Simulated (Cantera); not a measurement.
A perfectly stirred reactor is fed with N2O = 1 (molar parts), at 0.0133 bar; it is held at 1475 K, and followed from long to short residence time.

Computed with Cantera and GRI-Mech 3.0 (53 species, 325 reactions). GRI-Mech 3.0 was tuned for natural gas; its chemistry of N2O as a main component is partial and can be far from experiment. Radical loss at walls, strong at low pressure, is not modelled. The temperature is held fixed by assumption; the heat of reaction is taken as removed at once.

x: mole fraction; the columns are a selection and need not sum to one.

```
τ (s)   x N2O      x NO      x O2      x O     x N2       x NO2
------  -----  --------  --------  -------  -------  ----------
2.5     0.323     0.106     0.173  5.60e-5    0.399  (withheld)
0.80    0.598    0.0630     0.102  5.62e-5    0.237  (withheld)
0.25    0.826    0.0272    0.0443  5.63e-5    0.102  (withheld)
0.080   0.937   0.00986    0.0160  5.62e-5   0.0371  (withheld)
0.026   0.979   0.00333   0.00542  5.59e-5   0.0126  (withheld)
0.0081  0.993   0.00104   0.00168  5.50e-5  0.00394  (withheld)
0.0026  0.998  0.000318  0.000517  5.23e-5  0.00124  (withheld)
```

Fill in the missing entries.


- 2.5, x NO2: 2.08e-5
- 0.80, x NO2: 9.30e-6
- 0.25, x NO2: 2.79e-6
- 0.080, x NO2: 6.72e-7
- 0.026, x NO2: 1.27e-7
- 0.0081, x NO2: 1.64e-8
- 0.0026, x NO2: 1.74e-9
